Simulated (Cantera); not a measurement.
Cantera run, input and output.

```python
import numpy as np
import cantera as ct

gas = ct.Solution("h2o2.yaml")
gas.TPX = 350, 110000, {'H2': 1, 'O2': 0.633, 'N2': 2.38, 'H2O': 0.014}
flame = ct.FreeFlame(gas, width=0.037)
flame.set_refine_criteria(ratio=3, slope=0.08, curve=0.16)
flame.transport_model = "mixture-averaged"
flame.solve(loglevel=0, auto=True)
z, T = flame.grid, flame.T
thick = (T[-1] - T[0]) / np.gradient(T, z).max()
show = ['H2', 'O2', 'H2O', 'HO2', 'OH', 'O']
print(f"laminar burning velocity  {flame.velocity[0] * 100:.3f} cm/s")
print(f"burnt temperature         {T[-1]:.1f} K")
print(f"thermal thickness         {thick * 1e3:.4f} mm")
print(f"grid points               {len(z)}")
z0 = z[flame.heat_release_rate.argmax()]
print(f"{'z/mm':>9s}{'T/K':>9s}{'u/(m/s)':>9s}" + "".join(f"{s:>11s}" for s in show))
rows = []
for k in (-3, -2, -1.5, -1, -0.5, -0.25, 0, 0.25, 0.5, 1, 2, 4, 8):
    zz = z0 + k * thick
    rows.append([k * thick, np.interp(zz, z, T), np.interp(zz, z, flame.velocity),
                 *(np.interp(zz, z, flame.X[gas.species_index(s)]) for s in show)])
    print(f"{rows[-1][0] * 1e3:9.3f}{rows[-1][1]:9.1f}{rows[-1][2]:9.3f}" + "".join(f"{x:11.3e}" for x in rows[-1][3:]))
```

It prints:

```
laminar burning velocity  208.527 cm/s
burnt temperature         2168.6 K
thermal thickness         0.3152 mm
grid points               111
     z/mm      T/K  u/(m/s)         H2         O2        H2O        HO2         OH          O
   -0.946    350.0    2.085  2.483e-01  1.572e-01  3.477e-03  1.583e-11  9.988e-15  3.038e-12
   -0.630    350.0    2.085  2.483e-01  1.572e-01  3.477e-03  5.923e-10  2.634e-13  7.437e-11
   -0.473    350.1    2.085  2.480e-01  1.573e-01  3.479e-03  1.901e-08  1.380e-11  1.258e-09
   -0.315    350.6    2.084  2.464e-01  1.576e-01  3.494e-03  4.640e-07  2.037e-09  1.709e-08
   -0.158    381.5    2.224  2.295e-01  1.606e-01  4.857e-03  1.037e-04  7.790e-06  1.491e-06
   -0.079    648.6    3.645  1.853e-01  1.564e-01  2.926e-02  3.965e-04  7.833e-04  1.272e-04
    0.000   1085.8    5.933  1.161e-01  1.274e-01  9.924e-02  1.525e-04  1.927e-03  2.248e-03
    0.079   1402.3    7.592  5.506e-02  8.309e-02  1.781e-01  7.653e-05  5.871e-03  7.067e-03
    0.158   1578.8    8.514  2.927e-02  5.921e-02  2.170e-01  4.625e-05  9.544e-03  9.308e-03
    0.315   1752.5    9.386  1.964e-02  4.855e-02  2.369e-01  2.879e-05  1.229e-02  8.549e-03
    0.630   1904.6   10.116  1.498e-02  4.451e-02  2.496e-01  1.803e-05  1.278e-02  5.980e-03
    1.261   2023.9   10.669  9.761e-03  4.178e-02  2.614e-01  1.031e-05  1.147e-02  3.538e-03
    2.522   2103.7   11.029  5.296e-03  4.028e-02  2.705e-01  5.608e-06  9.010e-03  1.804e-03
```

Detailed kinetics in Cantera: the H2/O2 subset of GRI-Mech 3.0, which has no nitrogen chemistry. Burning velocities carry a grid error of a few per cent, more on coarse grids.
